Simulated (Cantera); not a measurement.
Input: 1 mol AlCl3, 5.9 mol NH3, 3.6 mol N2, equilibrated at 0.0900 Torr.

Method: chemical equilibrium by Gibbs-energy minimisation in Cantera with the NASA 1993 tables (ideal gas, pure condensed phases). Candidate condensed phases: Al, AlCl3, AlN, NH4Cl; 20 gas species. Equilibrium is a limit: real reactors are often held back by kinetics, nucleation or transport.

**Question.** What share of the Al ends up in condensed phases as a function of T (K), at 1125, 1150, 1175, 1200, 1225, 1250, 1275, 1300, 1325, 1350, 1375, 1400, 1425, 1450?

**Answer.** 
```json
[
 {"T (K)": "1125", "Al condensed (%)": "45.0", "as": "AlN(s)"},
 {"T (K)": "1150", "Al condensed (%)": "44.4", "as": "AlN(s)"},
 {"T (K)": "1175", "Al condensed (%)": "43.6", "as": "AlN(s)"},
 {"T (K)": "1200", "Al condensed (%)": "42.4", "as": "AlN(s)"},
 {"T (K)": "1225", "Al condensed (%)": "40.6", "as": "AlN(s)"},
 {"T (K)": "1250", "Al condensed (%)": "37.6", "as": "AlN(s)"},
 {"T (K)": "1275", "Al condensed (%)": "32.6", "as": "AlN(s)"},
 {"T (K)": "1300", "Al condensed (%)": "24.4", "as": "AlN(s)"},
 {"T (K)": "1325", "Al condensed (%)": "11.2", "as": "AlN(s)"},
 {"T (K)": "1350", "Al condensed (%)": "0.0", "as": "-"},
 {"T (K)": "1375", "Al condensed (%)": "0.0", "as": "-"},
 {"T (K)": "1400", "Al condensed (%)": "0.0", "as": "-"},
 {"T (K)": "1425", "Al condensed (%)": "0.0", "as": "-"},
 {"T (K)": "1450", "Al condensed (%)": "0.0", "as": "-"}
]
```
